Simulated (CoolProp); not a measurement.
Hydrogen chloride along the isotherm 74.75 °C: density (kg/m³) from the reference equation and from simpler models built on Tc = 51.5 °C, pc = 8.314 MPa, ω = 0.130; each cubic takes its own stable root.

Values from CoolProp's reference Helmholtz-energy equation of state, Thol 2018.

| p (MPa) | phase | reference |
|---|---|---|
| 1.3 | gas | 17.22 |
| 2.6 | gas | 36.36 |
| 3.9 | gas | 57.95 |
| 5.2 | gas | 82.77 |
| 6.49 | gas | 111.8 |
| 7.79 | gas | 147.6 |
| 9.09 | supercritical | 194.1 |
| 10.4 | supercritical | 260.9 |
| 11.7 | supercritical | 367.5 |
| 13 | supercritical | 490.6 |
| 14.3 | supercritical | 565.6 |
| 15.6 | supercritical | 612.2 |
| 16.9 | supercritical | 645.3 |
| 18.2 | supercritical | 671.0 |
| 19.5 | supercritical | 692.0 |
| 20.8 | supercritical | 709.9 |

Problem. How far does each simpler model (ideal gas, van der Waals, Redlich-Kwong, Soave-Redlich-Kwong, Peng-Robinson) lie from the reference over these 16 states: mean and median of the absolute difference, and the worst?

Solution. 
- ideal gas: mean 45.3 %, median 54.8 %, worst -68.1 % at 74.75 °C and 14.3 MPa
- van der Waals: mean 12.5 %, median 4.4 %, worst -28.6 % at 74.75 °C and 20.8 MPa
- Redlich-Kwong: mean 8.5 %, median 4.1 %, worst -17.8 % at 74.75 °C and 15.6 MPa
- Soave-Redlich-Kwong: mean 10.7 %, median 9.3 %, worst -20.6 % at 74.75 °C and 14.3 MPa
- Peng-Robinson: mean 6.0 %, median 3.6 %, worst -14.0 % at 74.75 °C and 14.3 MPa
